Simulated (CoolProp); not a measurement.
A single-stage vapour-compression cycle with R11: evaporating at 254.15 K (dew point), condensing at 303.15 K (bubble point), superheat 0 K, subcooling 0 K, compressor efficiency 0.8, no pressure losses. Each further row changes one setting.

Model: reference Helmholtz-energy equation of state, Jacobsen 1992, in CoolProp.

```tsv
case	cooling COP	pressure ratio	discharge temperature (K)	refrigerating effect (kJ/kg)	volumetric capacity (kJ/m³)
as stated	3.59	7.61	331.9	154	167
evaporating temperature 259.15 K	4.14	5.94	327.7	156	214
condensing temperature 298.15 K	4.07	6.41	324.9	158	172
subcooling 5 K	3.69	7.61	331.9	158	172
superheat 10 K	3.57	7.61	343.6	159	167
compressor efficiency 0.7	3.14	7.61	341.8	154	167
```
